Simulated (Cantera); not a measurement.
A Cantera script and what it prints.

```python
import numpy as np
import cantera as ct

gas_names = """
    B BN BO BO2 B2 B2O B2O2 B2O3 N NO NO2 NO3 N2 N2O O O2 O3
""".split()
cond_names = """
    B(b) B(L) BN(s) B2O3(L)
""".split()


def load(file, names, dense=False):
    # The tables refer to 1 bar. Condensed volumes are neglected.
    table = {s.name: s for s in ct.Species.list_from_file(file)}
    out = []
    for n in names:
        d = dict(table[n].input_data)
        d["thermo"] = dict(d["thermo"], **{"reference-pressure": 1e5})
        if dense:
            d["equation-of-state"] = {"model": "constant-volume", "density": "1e6 g/cm^3"}
        out.append(ct.Species.from_dict(d))
    return out


gas = ct.Solution(thermo="ideal-gas", species=load("nasa_gas.yaml", gas_names))
cond = {s.name: ct.Solution(thermo="fixed-stoichiometry", species=[s], name=s.name)
        for s in load("nasa_condensed.yaml", cond_names, dense=True)}
atoms = {
    'BN': {'B': 1, 'N': 1},
    'O2': {'O': 2},
    'N2': {'N': 2},
}
top_T = {'BN(s)': 3200}  # K; cautious upper limits of use, not melting points


def equilibrate(T, P, feed):
    n = {}
    for name, mol in feed.items():
        for a, k in atoms[name].items():
            n[a] = n.get(a, 0.0) + k * mol
    gas.TPX = T, P, n
    mass = sum(n.values()) * gas.mean_molecular_weight
    gas.equilibrate("TP")
    valid = [c for c in cond.values() if c.min_temp <= T <= top_T.get(c.name, c.max_temp)]
    mix = ct.Mixture([(gas, mass / gas.mean_molecular_weight)] + [(c, 0.0) for c in valid])
    mix.T, mix.P = T, P
    mix.equilibrate("TP", solver="vcs", rtol=1e-11, max_steps=5000)
    return mix


results = []
feed = {'BN': 1, 'O2': 11, 'N2': 0.82}  # mol
P = 1000  # Pa
for T in [1173, 1223, 1273, 1323, 1373, 1423, 1473, 1523, 1573, 1623, 1673, 1723, 1773, 1823]:
    mix = equilibrate(T, P, feed)
    results.append((T, P, feed, dict(zip(mix.species_names, mix.species_moles))))

top = {s: max(r[3][s] / sum(r[3][g] for g in gas_names) for r in results) for s in gas_names}
cols = sorted((s for s in top if top[s] > 1e-06), key=lambda s: -top[s])[:8]
seen = [c for c in cond_names if any(r[3].get(c, 0) > 1e-12 for r in results)]
print("log10 of partial pressures in bar; condensed amounts in mol")
print(f"{'T/K':>10s}" + "".join(f"{s[:9]:>10s}" for s in cols + seen))
for T, P, feed, n in results:
    ng = sum(n[g] for g in gas_names)
    print(f"{T:10.4g}" + "".join(f"{np.log10(max(n[s] / ng * P / 1e5, 1e-99)):10.3f}" for s in cols)
          + "".join(f"{n.get(c, 0):10.4g}" for c in seen))
```

Output:

```
log10 of partial pressures in bar; condensed amounts in mol
       T/K        O2        N2      B2O3       BO2        NO         O        BO       NO2   B2O3(L)
      1173    -2.053    -2.943    -8.429    -8.673    -5.908    -8.881   -16.467    -8.308       0.5
      1223    -2.053    -2.943    -7.716    -8.070    -5.741    -8.420   -15.356    -8.246       0.5
      1273    -2.053    -2.943    -7.062    -7.515    -5.588    -7.995   -14.333    -8.189    0.4999
      1323    -2.053    -2.943    -6.459    -7.004    -5.446    -7.601   -13.389    -8.137    0.4995
      1373    -2.053    -2.944    -5.902    -6.531    -5.315    -7.237   -12.516    -8.088    0.4984
      1423    -2.053    -2.944    -5.387    -6.091    -5.193    -6.897   -11.705    -8.042    0.4948
      1473    -2.053    -2.945    -4.908    -5.683    -5.079    -6.581   -10.951    -8.000    0.4845
      1523    -2.055    -2.946    -4.463    -5.303    -4.974    -6.286   -10.247    -7.962    0.4571
      1573    -2.057    -2.950    -4.047    -4.947    -4.877    -6.010    -9.588    -7.929    0.3885
      1623    -2.064    -2.956    -3.658    -4.616    -4.790    -5.753    -8.970    -7.903    0.2252
      1673    -2.073    -2.966    -3.407    -4.362    -4.711    -5.512    -8.446    -7.883         0
      1723    -2.073    -2.967    -3.415    -4.243    -4.629    -5.282    -8.076    -7.852         0
      1773    -2.074    -2.968    -3.424    -4.132    -4.552    -5.064    -7.729    -7.823         0
      1823    -2.075    -2.969    -3.436    -4.028    -4.479    -4.859    -7.403    -7.796         0
```

Cantera equilibrium calculation (NASA polynomials, part measured and part estimated; ideal gas, pure solids and liquids).
